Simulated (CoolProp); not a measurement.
R125 along the isotherm 226.85 °C: density (kg/m³) from the reference equation and from simpler models built on Tc = 66.0 °C, pc = 3.618 MPa, ω = 0.305; each cubic takes its own stable root.

Values from CoolProp's reference Helmholtz-energy equation of state, Lemmon 2005.

| p (MPa) | phase | reference |
|---|---|---|
| 0.543 | gas | 15.87 |
| 1.09 | gas | 32.24 |
| 1.63 | gas | 48.78 |
| 2.17 | gas | 65.68 |
| 2.71 | gas | 82.96 |
| 3.26 | gas | 100.9 |
| 3.8 | supercritical | 118.9 |
| 4.34 | supercritical | 137.2 |
| 4.88 | supercritical | 155.8 |
| 5.43 | supercritical | 175.1 |

Q: How far does each simpler model (ideal gas, van der Waals, Redlich-Kwong, Soave-Redlich-Kwong, Peng-Robinson) lie from the reference over these 10 states: mean and median of the absolute difference, and the worst?

A: 
- ideal gas: mean 6.1 %, median 6.2 %, worst -10.5 % at 226.85 °C and 5.43 MPa
- van der Waals: mean 3.7 %, median 3.4 %, worst +7.9 % at 226.85 °C and 5.43 MPa
- Redlich-Kwong: mean 2.3 %, median 2.2 %, worst +4.4 % at 226.85 °C and 5.43 MPa
- Soave-Redlich-Kwong: mean 1.4 %, median 1.3 %, worst -2.6 % at 226.85 °C and 5.43 MPa
- Peng-Robinson: mean 0.4 %, median 0.5 %, worst +0.5 % at 226.85 °C and 3.8 MPa
